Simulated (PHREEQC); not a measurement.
**Brine: an equilibrium model**

Solution (16 °C): 2.2 mol LiBr and 0.0066 mol K2SO4 per kg of water. Closed to the air; pH follows from the charge balance.

All values are PHREEQC results (Pitzer model, pitzer.dat), not measurements.

```json
{
 "ionic_strength": "2.22 mol/kgw",
 "activity_of_water": "0.906",
 "density": "1.128 g/cm³",
 "osmotic_coefficient": "1.236"
}
```

```csv
species,molality,activity,log γ
Br-,2.20,1.34,-0.216
Li+,2.20,4.25,0.286
K+,0.0132,0.0136,0.014
SO4-2,0.00660,0.000160,-1.616
OH-,1.04e-7,2.08e-8,-0.697
H+,9.22e-8,2.15e-7,0.367
HSO4-,1.14e-8,2.55e-9,-0.651
```

This is a speciation only: nothing precipitates in the calculation.
